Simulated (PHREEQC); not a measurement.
A made-up water analysis in mg/L, 5 °C, pH 6.27, pe 10.1: Na 0.117; K 0.00421; Ca 0.031; Mg 0.115; Cl 0.0584; S(6) as SO4 0.137; Alkalinity as HCO3 0.746; Pb 0.0192; Cu(2) 0.000188; Li 0.000502.

Valence states are taken as typed.

Equilibrium calculation in PHREEQC: ion-association model, wateq4f.dat.

| quantity | before | after |
|---|---|---|
| CO2 (mol/kgw) | 2.24e-5 | 2.14e-6 |
| HCO3- (mol/kgw) | 1.27e-5 | 1.22e-5 |
| Pb+2 (mol/kgw) | 8.76e-8 | 6.27e-8 |
| PbOH+ (mol/kgw) | 3.13e-9 | 2.24e-8 |
| Cu+2 (mol/kgw) | 2.69e-9 | 3.56e-10 |
| PbCO3 (mol/kgw) | 9.81e-10 | 6.72e-9 |
| SI of Pb(OH)2 (Pb(OH)2) | -3.41 | -1.56 |
| SI of Anglesite (PbSO4) | -5.02 | -5.16 |

Q: Which change was made?
A. S(6) from 0.137 to 0.411 mg/L
B. pH from 6.27 to 7.27 at the same alkalinity
C. all concentrations times 3 at the same typed pH

A: B, pH from 6.27 to 7.27 at the same alkalinity

This is a speciation only: nothing precipitates in the calculation. At this temperature some constants are extrapolated from 25 °C, and those without enthalpy data are left unchanged. The database's constant for dissolved Cu(OH)2 is higher than later reviews accept.
